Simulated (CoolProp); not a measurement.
Vapour pressure (MPa) of fluorine: the reference equation beside estimates from Tc = 144.4 K, pc = 5.240 MPa, ω = 0.045. Clausius-Clapeyron is anchored at 122.1 K with a constant enthalpy of vaporisation of 4.692 kJ/mol.

Computed with CoolProp (reference Helmholtz-energy equation of state, de Reuck 1990).

```csv
T (K),reference,Clausius-Clapeyron,van der Waals
102.5,0.5206,0.7580,1.127
105.3,0.6416,0.8775,1.289
108.1,0.7820,1.008,1.466
110.9,0.9434,1.150,?
113.7,1.128,1.304,1.865
116.5,1.336,1.469,?
119.3,1.571,1.646,?
122.1,1.834,1.834,2.581
124.9,2.128,2.035,2.853
127.7,2.454,2.246,3.143
130.5,2.815,2.470,3.449
133.3,3.213,2.705,3.773
136.1,3.651,2.951,4.115
138.9,4.133,3.208,?
```

Q: What belongs in the gaps?

A: 
- 110.9, van der Waals: 1.658
- 116.5, van der Waals: 2.087
- 119.3, van der Waals: 2.326
- 138.9, van der Waals: 4.476

Absolute difference from the reference over all 14 rows, mean and median: Clausius-Clapeyron 17.6 and 15.7 %, van der Waals 51.0 and 44.4 %.
